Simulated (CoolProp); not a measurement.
CHF3 (R23) along the isobar 17 MPa: density (kg/m³) from the reference equation and from simpler models built on Tc = 26.1 °C, pc = 4.832 MPa, ω = 0.263; each cubic takes its own stable root.

The numbers come from the reference Helmholtz-energy equation of state, Penoncello 2003 in CoolProp.

```tsv
T (°C)	phase	reference
-49.45	liquid	1371
-26.65	liquid	1287
-3.75	liquid	1194
19.05	liquid	1091
41.85	supercritical	974.5
64.65	supercritical	842.7
87.55	supercritical	704.6
110.35	supercritical	584.4
133.15	supercritical	495.0
156.05	supercritical	431.0
178.85	supercritical	384.4
201.65	supercritical	348.8
```

Question: How far does each simpler model (van der Waals, Redlich-Kwong) lie from the reference over these 12 states: mean and median of the absolute difference, and the worst?

Answer: 
- van der Waals: mean 20.7 %, median 20.1 %, worst -39.5 % at -49.45 °C and 17 MPa
- Redlich-Kwong: mean 9.1 %, median 10.2 %, worst -15.8 % at -26.65 °C and 17 MPa
